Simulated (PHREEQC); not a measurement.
Solution (20 °C): 120 mmol/kgw CaCl2, 7.8 mmol/kgw CO2 and 2.4 mmol/kgw KCl. Closed to the air; pH follows from the charge balance.

Model: ion-association model, phreeqc.dat, run in PHREEQC.

```json
{
 "pH": "4.14",
 "ionic_strength": "0.362 mol/kgw",
 "activity_of_water": "0.994",
 "specific_conductance": "19300 µS/cm",
 "density": "1.009 g/cm³"
}
```

```json
[
 {"species": "Cl-", "molality": "0.242", "activity": "0.163", "log γ": "-0.171"},
 {"species": "Ca+2", "molality": "0.120", "activity": "0.0336", "log γ": "-0.553"},
 {"species": "CO2", "molality": "0.00771", "activity": "0.00838", "log γ": "0.036"},
 {"species": "K+", "molality": "0.00240", "activity": "0.00161", "log γ": "-0.175"},
 {"species": "H+", "molality": "9.30e-5", "activity": "7.23e-5", "log γ": "-0.110"},
 {"species": "HCO3-", "molality": "6.71e-5", "activity": "4.78e-5", "log γ": "-0.147"},
 {"species": "CaHCO3+", "molality": "2.59e-5", "activity": "1.88e-5", "log γ": "-0.139"},
 {"species": "(CO2)2", "molality": "9.99e-7", "activity": "1.09e-6", "log γ": "0.036"},
 {"species": "CaCO3", "molality": "1.32e-9", "activity": "1.43e-9", "log γ": "0.036"}
]
```

Precipitation was switched off in this run.
